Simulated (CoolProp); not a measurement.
A simple Rankine cycle with water: condensing at 310.15 K, boiler at 5.08 MPa, turbine inlet 688.1 K, turbine efficiency 0.9, pump efficiency 0.8, no recuperator. Each further row changes one setting.

Values from CoolProp's reference Helmholtz-energy equation of state, Wagner 2002.

| case | thermal efficiency (%) | net work (kJ/kg) | heat in (kJ/kg) | turbine exit temperature (K) | volume ratio over the turbine |
|---|---|---|---|---|---|
| as stated | 34.0 | 1040 | 3070 | 310.2 | 326 |
| turbine inlet 708.1 K | 34.2 | 1070 | 3120 | 310.2 | 318 |
| condensing temperature 302.15 K | 35.0 | 1090 | 3100 | 302.1 | 492 |
| boiler pressure 3.56 MPa | 32.7 | 1010 | 3100 | 310.2 | 230 |
| turbine efficiency 0.8 | 30.2 | 926 | 3070 | 310.2 | 345 |

The expansion ends wet for: as stated; turbine inlet 708.1 K; condensing temperature 302.15 K; boiler pressure 3.56 MPa; turbine efficiency 0.8.
